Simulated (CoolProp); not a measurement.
n-pentane at several states: Z from the reference equation and from simpler models built on Tc = 469.7 K, pc = 3.368 MPa, ω = 0.251; each cubic takes its own stable root.

Computed with CoolProp (reference Helmholtz-energy equation of state, Thol 2019).

| T (K) | p (MPa) | phase | reference |
|---|---|---|---|
| 473.3 | 0.0182 | gas | 0.9982 |
| 195.7 | 0.0504 | liquid | 0.003120 |
| 397.7 | 5.89 | liquid | 0.2458 |
| 334.6 | 3.42 | liquid | 0.1506 |

Q: How far does each simpler model (Redlich-Kwong, Soave-Redlich-Kwong, Peng-Robinson) lie from the reference over these 4 states: mean and median of the absolute difference, and the worst?

A: 
- Redlich-Kwong: mean 10.2 %, median 13.1 %, worst +14.6 % at 397.7 K and 5.89 MPa
- Soave-Redlich-Kwong: mean 8.0 %, median 10.2 %, worst +11.4 % at 195.7 K and 0.0504 MPa
- Peng-Robinson: mean 1.4 %, median 1.2 %, worst -3.1 % at 334.6 K and 3.42 MPa
